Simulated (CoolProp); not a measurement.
Methanol at 562.25 K and 0.303 MPa flows at 0.2 m/s in a round tube of 25 mm bore and 15 µm roughness, fully developed (64/Re and Nu = 3.66 if laminar; Colebrook and Gnielinski if turbulent). Each further row changes one setting.

Values from CoolProp's reference Helmholtz-energy equation of state, de Reuck 1993.

| case | Reynolds number | Darcy friction factor | pressure drop (Pa/m) | heat-transfer coefficient (W/(m² K)) | mass flow (kg/h) |
|---|---|---|---|---|---|
| as stated | 566 | 0.113 | [?] | 6.94 | [?] |
| velocity 0.4 m/s | 1130 | 0.0565 | 0.379 | 6.94 | [?] |
| diameter 50 mm | 1130 | 0.0565 | [?] | 3.47 | [?] |

**Question.** Complete the blanks.

**Answer.** 
- as stated, pressure drop (Pa/m): 0.189
- as stated, mass flow (kg/h): 0.740
- velocity 0.4 m/s, mass flow (kg/h): 1.48
- diameter 50 mm, pressure drop (Pa/m): 0.0474
- diameter 50 mm, mass flow (kg/h): 2.96

Viscosity comes from a separate model (Xiang 2006). Thermal conductivity comes from a separate model (Sykioti 2013).
